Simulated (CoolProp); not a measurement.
Vapour-liquid equilibrium of R143a (1) + isobutene (2) at 260 kPa; x and y are mole fractions of (1).

Values from CoolProp's multi-fluid Helmholtz-energy mixture model, Lemmon and Jacobsen 2000 and Lemmon 2005; pair parameters Bell 2016.

Task: Give the bubble temperature and the first vapour's composition at x = 0.05, 0.35, 0.8. Is there an azeotrope?

Result: x = 0.05: 9.2 °C, y = 0.310; x = 0.35: -13.8 °C, y = 0.762; x = 0.8: -22.4 °C, y = 0.913. No azeotrope shows between x = 0.05 and 0.95.

Pair parameters are fitted to limited data, so mixtures are less certain than the pure fluids.
